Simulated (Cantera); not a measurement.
Input (Python, Cantera) and output of one run.

```python
import numpy as np
import cantera as ct

gas_names = """
    C CH CH2 CH3 CH4 C2 C2H C2H2,acetylene C2H2,vinylidene C2H3,vinyl C2H4 C2H5 C2H6 C3 C3H3,propargyl
    C3H4,allene C3H4,propyne C3H4,cyclo- C3H5,allyl C3H6,propylene C3H6,cyclo- C3H7,n-propyl
    C3H7,i-propyl C3H8 C4 C4H2 C4H4,1,3-cyclo- C4H6,butadiene C4H6,2-butyne C4H6,cyclo- C4H8,1-butene
    C4H8,cis2-buten C4H8,tr2-butene C4H8,isobutene C4H8,cyclo- C4H9,n-butyl C4H9,i-butyl C4H9,s-butyl
    C4H9,t-butyl C4H10,isobutane C4H10,n-butane C5 C5H6,1,3cyclo- C5H8,cyclo- C5H10,1-pentene
    C5H10,cyclo- C5H11,pentyl C5H11,t-pentyl C5H12,n-pentane C5H12,i-pentane CH3C(CH3)2CH3 C6H2
    C6H5,phenyl C6H6 C6H10,cyclo- C6H12,1-hexene C6H12,cyclo- C6H13,n-hexyl C7H7,benzyl C7H8
    C7H14,1-heptene C7H15,n-heptyl C7H16,n-heptane C8H8,styrene C8H10,ethylbenz C8H16,1-octene
    C8H17,n-octyl C8H18,isooctane C8H18,n-octane C9H19,n-nonyl C10H8,naphthale C10H21,n-decyl
    C12H9,o-bipheny C12H10,bipheny H H2 Si SiC SiC2 SiC4H12 SiH SiH2 SiH3 SiH4 Si2 Si2C Si3
""".split()
cond_names = """
    C(gr) C6H6(L) C7H8(L) C8H18(L),n-octa Si(cr) Si(L) SiC(b)
""".split()


def load(file, names, dense=False):
    # The tables refer to 1 bar. Condensed volumes are neglected.
    table = {s.name: s for s in ct.Species.list_from_file(file)}
    out = []
    for n in names:
        d = dict(table[n].input_data)
        d["thermo"] = dict(d["thermo"], **{"reference-pressure": 1e5})
        if dense:
            d["equation-of-state"] = {"model": "constant-volume", "density": "1e6 g/cm^3"}
        out.append(ct.Species.from_dict(d))
    return out


gas = ct.Solution(thermo="ideal-gas", species=load("nasa_gas.yaml", gas_names))
cond = {s.name: ct.Solution(thermo="fixed-stoichiometry", species=[s], name=s.name)
        for s in load("nasa_condensed.yaml", cond_names, dense=True)}
atoms = {
    'SiH4': {'Si': 1, 'H': 4},
    'C2H4': {'C': 2, 'H': 4},
    'H2': {'H': 2},
    'C3H8': {'C': 3, 'H': 8},
}
top_T = {'C(gr)': 4500, 'SiC(b)': 3050}  # K; cautious upper limits of use, not melting points


def equilibrate(T, P, feed):
    n = {}
    for name, mol in feed.items():
        for a, k in atoms[name].items():
            n[a] = n.get(a, 0.0) + k * mol
    gas.TPX = T, P, n
    mass = sum(n.values()) * gas.mean_molecular_weight
    gas.equilibrate("TP")
    valid = [c for c in cond.values() if c.min_temp <= T <= top_T.get(c.name, c.max_temp)]
    mix = ct.Mixture([(gas, mass / gas.mean_molecular_weight)] + [(c, 0.0) for c in valid])
    mix.T, mix.P = T, P
    mix.equilibrate("TP", solver="vcs", rtol=1e-11, max_steps=5000)
    return mix


results = []
feed = {'SiH4': 1, 'C2H4': 0.76, 'H2': 290, 'C3H8': 0.74}  # mol
P = 390  # Pa
for T in [1323, 1473, 1623, 1773, 1923, 2073, 2223]:
    mix = equilibrate(T, P, feed)
    results.append((T, P, feed, dict(zip(mix.species_names, mix.species_moles))))
    x = sorted(zip(gas.X, gas.species_names), reverse=True)
    print(f"T = {T:g} K  P = {P:g} Pa  gas = {mix.phase_moles(0):.4g} mol")
    print("   x: " + "  ".join(f"{s} {v:.3e}" for v, s in x if v > 1e-06))
    print("   condensed (mol): " + ("  ".join(f"{mix.phase(i).name} {mix.phase_moles(i):.4g}"
          for i in range(1, mix.n_phases) if mix.phase_moles(i) > 1e-12) or "none"))
```

Result:

```
T = 1323 K  P = 390 Pa  gas = 296.5 mol
   x: H2 9.999e-01  CH4 2.651e-05  H 2.539e-05
   condensed (mol): C(gr) 2.732  SiC(b) 1
T = 1473 K  P = 390 Pa  gas = 296.5 mol
   x: H2 9.998e-01  H 2.026e-04  CH4 1.145e-05  C2H2,acetylene 6.505e-06
   condensed (mol): C(gr) 2.733  SiC(b) 1
T = 1623 K  P = 390 Pa  gas = 296.6 mol
   x: H2 9.989e-01  H 1.106e-03  C2H2,acetylene 3.481e-05  CH4 5.769e-06
   condensed (mol): C(gr) 2.718  SiC(b) 0.9998
T = 1773 K  P = 390 Pa  gas = 297.2 mol
   x: H2 9.953e-01  H 4.545e-03  C2H2,acetylene 1.393e-04  Si 1.160e-05  CH4 3.257e-06
   condensed (mol): C(gr) 2.66  SiC(b) 0.996
T = 1923 K  P = 390 Pa  gas = 298.8 mol
   x: H2 9.844e-01  H 1.497e-02  C2H2,acetylene 4.443e-04  Si 1.773e-04  SiH 8.992e-06  SiC2 5.048e-06  Si2C 3.462e-06  SiH2 2.701e-06  CH4 1.986e-06
   condensed (mol): C(gr) 2.53  SiC(b) 0.9399
T = 2073 K  P = 390 Pa  gas = 303.3 mol
   x: H2 9.556e-01  H 4.117e-02  Si 1.818e-03  C2H2,acetylene 1.171e-03  SiC2 1.044e-04  Si2C 6.704e-05  SiH 6.383e-05  SiH2 1.077e-05  Si2 1.588e-06  CH4 1.254e-06  C2H 1.200e-06  CH3 1.058e-06
   condensed (mol): C(gr) 2.591  SiC(b) 0.3525
T = 2223 K  P = 390 Pa  gas = 312.6 mol
   x: H2 8.971e-01  H 9.715e-02  Si 2.760e-03  C2H2,acetylene 2.603e-03  SiC2 2.891e-04  SiH 6.911e-05  Si2C 3.562e-05  C2H 1.040e-05  SiH2 6.965e-06  C4H2 3.081e-06  CH3 1.623e-06  Si2 1.082e-06
   condensed (mol): C(gr) 1.907
```

Cantera equilibrium calculation (NASA polynomials, part measured and part estimated; ideal gas, pure solids and liquids). Gases not in the tables: Si2H6 and higher silanes.
